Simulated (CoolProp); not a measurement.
Vapour-liquid equilibrium of benzene (1) + ethylbenzene (2) at 0.707 MPa; x and y are mole fractions of (1).

Computed with CoolProp (multi-fluid Helmholtz-energy mixture model, Thol 2012 and Zhou 2012; pair parameters Bell 2016).

```tsv
x	bubble temperature, mixture model (°C)	bubble temperature, Raoult's law (°C)	y, mixture model	y, Raoult's law
0.05	222.9	221.4	0.106	0.141
0.125	216.5	213.4	0.250	0.314
0.2	210.3	206.3	0.377	0.449
0.275	___	199.9	0.488	0.558
0.35	198.7	194.1	___	0.646
0.425	___	188.8	0.667	0.719
0.5	188.0	184.0	0.738	0.778
0.575	183.0	179.5	0.798	0.828
0.65	178.3	175.4	0.850	0.871
0.725	173.8	171.6	___	0.906
0.8	___	168.1	___	0.937
0.875	165.7	164.8	___	0.964
0.95	162.0	161.7	0.986	0.986
```

Q: Some entries are withheld; supply them.

A: 
- 0.275, bubble temperature, mixture model (°C): 204.4
- 0.35, y, mixture model: 0.584
- 0.425, bubble temperature, mixture model (°C): 193.2
- 0.725, y, mixture model: 0.893
- 0.8, bubble temperature, mixture model (°C): 169.6
- 0.8, y, mixture model: 0.930
- 0.875, y, mixture model: 0.960

The largest gap from Raoult's law is +4.6 K in bubble temperature, at x = 0.35. No azeotrope shows between x = 0.05 and 0.95.

Pair parameters are fitted to limited data, so mixtures are less certain than the pure fluids.
